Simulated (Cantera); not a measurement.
A closed system holds: 1 mol Si2H6, 31 mol N2O, 48 mol N2, held at 0.950 bar.

Method: chemical equilibrium by Gibbs-energy minimisation in Cantera with the NASA 1993 tables (ideal gas, pure condensed phases). Candidate condensed phases: H2O, Si, SiO2, Si2N2O, Si3N4; 35 gas species. The feed counts by its element totals alone. The tables hold silica as quartz up to 1696 K and as liquid above; real silica turns to tridymite and cristobalite and melts near 1996 K. Gases not in the tables: Si(OH)4. The numbers say what is thermodynamically allowed, not how fast it happens.

Which condensed phases are stable at each of these points (T (K)): 775, 875, 975, 1075, 1175, 1275, 1375, 1475, 1575?


```
T (K)  condensed phases  Si condensed (%)
-----  ----------------  ----------------
775      SiO2(α-quartz)             100.0
875      SiO2(β-quartz)             100.0
975      SiO2(β-quartz)             100.0
1075     SiO2(β-quartz)             100.0
1175     SiO2(β-quartz)             100.0
1275     SiO2(β-quartz)             100.0
1375     SiO2(β-quartz)             100.0
1475     SiO2(β-quartz)             100.0
1575     SiO2(β-quartz)             100.0
```

At 775 K the condensed part is SiO2(α-quartz). From 875 K to 1575 K the condensed part is SiO2(β-quartz).
